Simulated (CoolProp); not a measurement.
A simple Rankine cycle with dimethyl carbonate: condensing at 313.15 K, boiler at 3.78 MPa, turbine inlet 553.8 K, turbine efficiency 0.8, pump efficiency 0.6, no recuperator. Each further row changes one setting.

Computed with CoolProp (reference Helmholtz-energy equation of state, Zhou 2011).

```tsv
case	thermal efficiency (%)	net work (kJ/kg)	heat in (kJ/kg)	turbine exit temperature (K)	volume ratio over the turbine
as stated	23.4	164	701	408.2	292
turbine inlet 573.8 K	23.5	176	748	431.7	269
condensing temperature 305.15 K	24.4	175	716	401.0	419
boiler pressure 2.65 MPa	22.7	166	731	427.3	175
turbine efficiency 0.7	20.4	143	701	422.6	303
```
